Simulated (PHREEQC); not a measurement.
Dissolve 0.25 mol/kgw TMAH, 0.00023 mol/kgw H3BO3 and 0.0013 mol/kgw (CH3)4NCl at 80 °C. Closed to the air; pH follows from the charge balance.

Computed with PHREEQC (ion-association model, phreeqc.dat).

No solid was allowed to form.

Predict the pH.

pH 11.81.

(CH3)4N+ isn't in the database: it is added as a free cation with an ion size of 4 Å. Constants without temperature data keep their 25 °C values here.
